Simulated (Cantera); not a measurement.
An isothermal, constant-pressure homogeneous reactor starts with C2H6 : N2 = 1 : 2 (molar parts), at 1400 K and 1.01 bar. Integrator tolerance rtol = 1e-08.

Model: GRI-Mech 3.0 (53 species, 325 reactions), integrated in Cantera. GRI-Mech 3.0 stops at C3 and has no aromatics, soot or wall deposition, so with more carbon than oxygen in the feed, carbon stays in small species such as C2H2 where larger ones or solid carbon would form.

```tsv
quantity	before	after
x(C2H6) at 2.00 s	0.000154 (gas-phase equilibrium 0.000114)	3.16e-5 (gas-phase equilibrium 2.37e-5)
x(H2) at 2.00 s	0.269 (gas-phase equilibrium 0.260)	0.333 (gas-phase equilibrium 0.343)
x(HCN) at 2.00 s	1.38e-9 (gas-phase equilibrium 0.0918)	2.08e-8 (gas-phase equilibrium 0.108)
x(C2H2) at 2.00 s	0.144 (gas-phase equilibrium 0.102)	0.174 (gas-phase equilibrium 0.124)
x(CH3) at 2.00 s	2.36e-5 (gas-phase equilibrium 2.20e-5)	4.43e-5 (gas-phase equilibrium 3.81e-5)
x(CH4) at 2.00 s	0.102 (gas-phase equilibrium 0.115)	0.0537 (gas-phase equilibrium 0.0466)
```

**Question.** Which change was made?
(A) temperature 1400 to 1525 K
(B) N2 2 to 16 parts
(C) pressure from 1.01 bar to 0.00690 bar
(D) temperature 1400 to 1998 K

**Answer.** A, temperature 1400 to 1525 K
